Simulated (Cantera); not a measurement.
A perfectly stirred reactor is fed with CO : H2 : O2 : N2 = 1 : 0.04 : 0.584 : 2.2 (molar parts), at 4.10 bar; it is adiabatic with a 373 K inlet, and is followed from long to short residence time, starting on the burning branch (τ in s: 0.12, 0.044, 0.017, 0.0062, 0.0023, 0.00087, 0.00033, 0.00012, 4.6e-05, 1.7e-05, 6.4e-06).

Computed with Cantera and GRI-Mech 3.0 (53 species, 325 reactions). The hydrogen kinetics of GRI-Mech 3.0 are dated; newer H2 mechanisms differ, most at raised pressure.

Question: What does this change do: pressure from 4.10 bar to 1.00 bar?

Answer: 
| quantity | before | after |
|---|---|---|
| blow-out, bracketed by the residence times tried | burning at 0.120 ms, out at 46.0 µs | burning at 0.330 ms, out at 0.120 ms |
| x(CO) at τ = 0.120 s | 0.0201 | 0.0324 |
| x(H2) at τ = 0.120 s | 0.000135 | 0.000227 |
| x(O2) at τ = 0.120 s | 0.0259 | 0.0320 |
| x(O) at τ = 0.120 s | 0.000756 | 0.00164 |
| x(NO) at τ = 0.120 s | 0.00541 | 0.00411 |
| x(CO) at τ = 0.870 ms | 0.0596 | 0.0989 |
| x(H2) at τ = 0.870 ms | 0.000435 | 0.000785 |
| x(O2) at τ = 0.870 ms | 0.0458 | 0.0610 |
| x(O) at τ = 0.870 ms | 0.00473 | 0.0153 |
| x(NO) at τ = 0.870 ms | 0.000386 | 9.20e-5 |
